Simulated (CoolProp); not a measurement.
Values from CoolProp's reference Helmholtz-energy equation of state, Guder 2009.

**Question.** Give the vapour pressure (bar), enthalpy of vaporisation (kJ/kg), liquid viscosity (µPa s) of saturated sulfur hexafluoride at 2.15 °C.

**Answer.** 
```json
[
 {"T (°C)": "2.15", "p (bar)": "13.3", "enthalpy of vaporisation (kJ/kg)": "82.5", "liquid viscosity (µPa s)": "178"}
]
```

Viscosity comes from a separate model (Quiñones-Cisneros 2012).
